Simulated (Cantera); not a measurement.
Cantera with NASA thermochemical tables; ideal gases at 1 bar, condensed phases pure. Values are per mole of reaction as written; species without (g) are pure solids or liquids, kept so even where they would boil at 1 bar.

8 CH3(g) + Ni3S4 → 6 CH4(g) + 2 CS2(g) + 3 Ni, with ΔH° = -1087.9 kJ and ΔS° = -55.3 J/K at 300 K.

Task: How far is the shortcut ΔG° ≈ ΔH°(300 K) − T·ΔS°(300 K) from the full temperature-dependent value at 448, 473, 498, 523, 548, 573, 598 K?

Result: 
```tsv
T (K)	shortcut (kJ)	full (kJ)	difference (kJ)	difference in log10 K
448	-1063.2	-1060.4	-2.8	0.32
473	-1061.8	-1058.1	-3.7	0.41
498	-1060.4	-1055.7	-4.7	0.49
523	-1059.0	-1053.2	-5.8	0.58
548	-1057.6	-1050.6	-7.0	0.67
573	-1056.3	-1047.9	-8.3	0.76
598	-1054.9	-1045.2	-9.7	0.85
```
The shortcut ignores the heat-capacity change of the reaction.
